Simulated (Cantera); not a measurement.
A closed system holds: 1 mol C2F6, held at 375 °C and 3.38 Torr.

Cantera equilibrium calculation (NASA polynomials, part measured and part estimated; ideal gas, pure solids and liquids). Candidate condensed phases: C; 13 gas species. The feed counts by its element totals alone. Condensed phases not in the tables: fluorocarbon polymer. Gases not in the tables: C2F6 and larger saturated fluorocarbons. The numbers say what is thermodynamically allowed, not how fast it happens.

Problem. What is the equilibrium state?

Solution. 
| Quantity | Value |
|---|---|
| x(CF4) | 1.00 |
| n(C(graphite)) | 0.500 mol |
| gas amount | 1.500 mol |
